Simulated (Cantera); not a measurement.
A perfectly stirred reactor is fed with H₂ : O₂ : N₂ = 1.2 : 1 : 0.61 (molar parts), equivalence ratio 0.60, at 0.132 atm; it is held at 950 K, and followed from long to short residence time.

Cantera simulation using the H2/O2 subset of GRI-Mech 3.0, which has no nitrogen chemistry; the numbers are that mechanism's predictions, not measurements. Radical loss at walls, strong at low pressure, is not modelled. The temperature is held fixed by assumption; the heat of reaction is taken as removed at once.

x: mole fraction; the columns are a selection and need not sum to one.

```json
[
 {"τ (s)": "2.6", "x H₂": "0.0156", "x O₂": "0.187", "x HO₂": "___", "x H₂O": "0.523", "x OH": "6.86e-6"},
 {"τ (s)": "0.76", "x H₂": "0.0184", "x O₂": "0.188", "x HO₂": "___", "x H₂O": "0.520", "x OH": "1.98e-5"},
 {"τ (s)": "0.22", "x H₂": "0.0225", "x O₂": "0.190", "x HO₂": "___", "x H₂O": "0.514", "x OH": "5.55e-5"},
 {"τ (s)": "0.066", "x H₂": "0.0308", "x O₂": "0.193", "x HO₂": "9.43e-5", "x H₂O": "0.503", "x OH": "0.000132"},
 {"τ (s)": "0.019", "x H₂": "0.0465", "x O₂": "0.200", "x HO₂": "0.000102", "x H₂O": "0.483", "x OH": "0.000292"},
 {"τ (s)": "0.0057", "x H₂": "0.0723", "x O₂": "0.210", "x HO₂": "0.000107", "x H₂O": "0.449", "x OH": "0.000581"},
 {"τ (s)": "0.0017", "x H₂": "0.113", "x O₂": "0.227", "x HO₂": "0.000109", "x H₂O": "0.392", "x OH": "0.00108"}
]
```

Question: Some entries are withheld; supply them.

Answer: 
- 2.6, x HO₂: 6.99e-5
- 0.76, x HO₂: 7.95e-5
- 0.22, x HO₂: 8.66e-5
